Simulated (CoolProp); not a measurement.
A simple Rankine cycle with water: condensing at 288.15 K, boiler at 1.88 MPa, turbine inlet 632.3 K, turbine efficiency 0.7, pump efficiency 0.6, no recuperator. Each further row changes one setting.

The numbers come from the reference Helmholtz-energy equation of state, Wagner 2002 in CoolProp.

```
case                             thermal efficiency (%)  net work (kJ/kg)  heat in (kJ/kg)  turbine exit temperature (K)  volume ratio over the turbine
-------------------------------  ----------------------  ----------------  ---------------  ----------------------------  -----------------------------
as stated                                    (withheld)               794             3090                         288.1                            484
turbine inlet 652.3 K                        (withheld)               811             3140                         288.1                            472
condensing temperature 280.15 K                    26.6               832       (withheld)                         280.2                            793
boiler pressure 1.32 MPa                           24.7        (withheld)             3110                         288.1                            342
turbine efficiency 0.6                             22.0               680             3090                         288.1                            508
```

Task: Complete the blanks.

Result: 
- as stated, thermal efficiency (%): 25.7
- turbine inlet 652.3 K, thermal efficiency (%): 25.8
- condensing temperature 280.15 K, heat in (kJ/kg): 3130
- boiler pressure 1.32 MPa, net work (kJ/kg): 767

The expansion ends wet for: as stated; turbine inlet 652.3 K; condensing temperature 280.15 K; boiler pressure 1.32 MPa; turbine efficiency 0.6.
